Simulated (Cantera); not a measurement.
Input (Python, Cantera):

```python
import numpy as np
import cantera as ct

gas = ct.Solution("gri30.yaml")
gas.TPX = 573, 13332, {'CH4': 1, 'O2': 2.17, 'N2': 8.17, 'H2O': 0.75}
flame = ct.FreeFlame(gas, width=0.16)
flame.set_refine_criteria(ratio=3, slope=0.08, curve=0.16)
flame.transport_model = "mixture-averaged"
flame.solve(loglevel=0, auto=True)
z, T = flame.grid, flame.T
thick = (T[-1] - T[0]) / np.gradient(T, z).max()
show = ['CH4', 'O2', 'H2O', 'HCN', 'H2O2', 'C2H2']
print(f"laminar burning velocity  {flame.velocity[0] * 100:.3f} cm/s")
print(f"burnt temperature         {T[-1]:.1f} K")
print(f"thermal thickness         {thick * 1e3:.4f} mm")
print(f"grid points               {len(z)}")
z0 = z[flame.heat_release_rate.argmax()]
print(f"{'z/mm':>9s}{'T/K':>9s}{'u/(m/s)':>9s}" + "".join(f"{s:>11s}" for s in show))
rows = []
for k in (-3, -2, -1.5, -1, -0.5, -0.25, 0, 0.25, 0.5, 1, 2, 4, 8):
    zz = z0 + k * thick
    rows.append([k * thick, np.interp(zz, z, T), np.interp(zz, z, flame.velocity),
                 *(np.interp(zz, z, flame.X[gas.species_index(s)]) for s in show)])
    print(f"{rows[-1][0] * 1e3:9.3f}{rows[-1][1]:9.1f}{rows[-1][2]:9.3f}" + "".join(f"{x:11.3e}" for x in rows[-1][3:]))
```

Result:

```
laminar burning velocity  146.254 cm/s
burnt temperature         2174.8 K
thermal thickness         2.2716 mm
grid points               156
     z/mm      T/K  u/(m/s)        CH4         O2        H2O        HCN       H2O2       C2H2
   -6.815    573.0    1.463  8.266e-02  1.794e-01  6.200e-02  9.033e-13  2.258e-09  5.964e-11
   -4.543    573.4    1.466  8.251e-02  1.791e-01  6.198e-02  2.510e-11  4.071e-08  1.544e-09
   -3.407    575.9    1.476  8.217e-02  1.786e-01  6.221e-02  2.844e-10  2.683e-07  1.683e-08
   -2.272    605.6    1.559  7.998e-02  1.762e-01  6.545e-02  6.929e-09  1.487e-06  3.887e-07
   -1.136    881.8    2.303  6.217e-02  1.552e-01  9.340e-02  1.696e-07  2.437e-06  9.599e-06
   -0.568   1235.5    3.265  3.647e-02  1.212e-01  1.294e-01  5.878e-07  2.570e-06  3.671e-05
    0.000   1592.1    4.249  1.005e-02  7.714e-02  1.684e-01  1.403e-06  7.779e-07  7.579e-05
    0.568   1742.8    4.661  1.009e-03  4.931e-02  1.882e-01  1.376e-06  1.729e-07  1.866e-05
    1.136   1775.5    4.738  5.481e-05  3.881e-02  1.926e-01  6.635e-07  1.231e-07  8.621e-07
    2.272   1801.2    4.783  1.265e-07  3.323e-02  1.918e-01  1.044e-07  1.157e-07  7.240e-10
    4.543   1832.4    4.846  2.150e-11  3.082e-02  1.914e-01  4.193e-09  1.013e-07  4.149e-14
    9.086   1875.1    4.943  7.205e-16  2.928e-02  1.940e-01  3.869e-11  8.307e-08  6.956e-19
   18.172   1934.4    5.077  6.873e-18  2.742e-02  1.986e-01  1.553e-13  6.324e-08  4.437e-23
```

Cantera simulation using GRI-Mech 3.0 (53 species, 325 reactions); the numbers are that mechanism's predictions, not measurements. Burning velocities carry a grid error of a few per cent, more on coarse grids.
